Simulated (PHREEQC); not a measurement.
A column of 0.5 m (40 cells, dispersivity 0.04 m, 720 s a shift, diffusion coefficient 3e-10 m²/s) holds 0.00068 eq of the database's cation exchanger X per kg of pore water, first in equilibrium with 0.069 mol (NH4)2SO4, 0.014 mol KCl and 1e-05 mol HCl per kg of water. It is flushed with 0.00056 mol/kgw MgCl2 and 1e-05 mol/kgw HCl, at 25 °C. Values are for the last cell. CO2 from the air is kept out. Nothing may precipitate in this run.

The numbers come from PHREEQC with the ion-association model, phreeqc.dat.

```csv
pore volumes,Mg in solution (mol/kgw),S in solution (mol/kgw),NH4 in solution (mol/kgw),K in solution (mol/kgw),Cl in solution (mol/kgw),KX on the exchanger (mol/kgw)
0,0,0.0690,0.138,0.0140,0.0140,8.16e-5
0.2625,9.12e-8,0.0690,0.138,0.0140,0.0140,8.16e-5
0.3875,4.72e-6,0.0684,0.137,0.0139,0.0139,8.16e-5
0.6375,8.44e-5,0.0579,[?],0.0118,0.0119,8.13e-5
0.7625,0.000154,0.0481,0.0963,0.00978,0.0101,8.09e-5
1.012,0.000269,0.0284,0.0570,0.00579,0.00644,7.94e-5
1.262,0.000302,0.0147,0.0296,0.00301,0.00387,7.61e-5
1.387,0.000292,0.0102,0.0208,0.00212,0.00304,7.29e-5
1.637,0.000259,0.00475,0.00997,0.00103,0.00202,6.07e-5
1.762,0.000254,0.00319,0.00689,0.000714,0.00173,5.12e-5
2.013,0.000294,0.00142,0.00328,0.000346,[?],2.94e-5
2.263,0.000381,0.000617,0.00154,0.000166,0.00125,1.37e-5
2.388,0.000423,0.000406,0.00105,0.000114,0.00121,9.12e-6
2.638,0.000485,0.000174,0.000478,5.26e-5,0.00116,4.03e-6
2.763,[?],0.000114,0.000322,3.56e-5,0.00115,[?]
3.013,0.000532,4.84e-5,0.000145,1.62e-5,0.00114,1.20e-6
3.263,0.000546,2.05e-5,6.49e-5,7.37e-6,0.00113,5.38e-7
3.388,0.000550,1.34e-5,4.34e-5,4.96e-6,0.00113,3.61e-7
3.638,0.000555,5.65e-6,1.93e-5,2.24e-6,0.00113,1.62e-7
3.763,0.000557,3.68e-6,1.29e-5,1.50e-6,0.00113,1.09e-7
4.013,0.000558,1.55e-6,5.75e-6,6.78e-7,0.00113,4.90e-8
```

Task: Fill in the missing entries.

Result: 
- 0.6375, NH4 in solution (mol/kgw): 0.116
- 2.013, Cl in solution (mol/kgw): 0.00139
- 2.763, Mg in solution (mol/kgw): 0.000506
- 2.763, KX on the exchanger (mol/kgw): 2.68e-6
